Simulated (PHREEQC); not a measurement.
Synthetic water in mg/L, 25 °C, pH 3.94, pe 11.7: Na 727; K 5.08; Ca 131; Mg 183; Cl 628; S(6) as SO4 1730; N(5) as NO3 1.19; Zn 0.578; Pb 1.78.

Valence states are taken as typed.

Equilibrium calculation in PHREEQC: ion-association model, wateq4f.dat.

This is a speciation only: nothing precipitates in the calculation.

### Question
Estimate the ionic strength, charge-balance error.

### Answer
ionic strength 0.0653 mol/kgw; charge-balance error -0.2 %.

### Question
In which forms is Zn present?

### Answer
Zn+2 60 %, ZnSO4 35 %, Zn(SO4)2-2 3.9 %, ZnCl+ 1.3 % of the Zn.

Species that the database lacks are ignored.
